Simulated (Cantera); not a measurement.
A perfectly stirred reactor is fed with 0.286 % CO, 4.20 % O₂, 0.0640 % H₂O, 95.4 % N₂, equivalence ratio 0.034, at 5.00 bar; it is held at 1450 K, and followed from long to short residence time.

Cantera simulation using GRI-Mech 3.0 (53 species, 325 reactions); the numbers are that mechanism's predictions, not measurements.

**Question.** Predict: x(CO) at τ = 6.90 s; x(O₂) at τ = 6.90 s; x(H₂O) at τ = 6.90 s; x(NO) at τ = 6.90 s; x(NO₂) at τ = 6.90 s; x(CO) at τ = 94.0 ms; x(O₂) at τ = 94.0 ms; x(H₂O) at τ = 94.0 ms; x(NO) at τ = 94.0 ms; x(NO₂) at τ = 94.0 ms.

**Answer.** 
| Property | Value |
|---|---|
| x(CO) at τ = 6.90 s | 7.15e-6 |
| x(O₂) at τ = 6.90 s | 0.0406 |
| x(H₂O) at τ = 6.90 s | 0.000638 |
| x(NO) at τ = 6.90 s | 2.22e-6 |
| x(NO₂) at τ = 6.90 s | 4.17e-8 |
| x(CO) at τ = 94.0 ms | 0.000167 |
| x(O₂) at τ = 94.0 ms | 0.0407 |
| x(H₂O) at τ = 94.0 ms | 0.000634 |
| x(NO) at τ = 94.0 ms | 2.50e-6 |
| x(NO₂) at τ = 94.0 ms | 1.05e-7 |
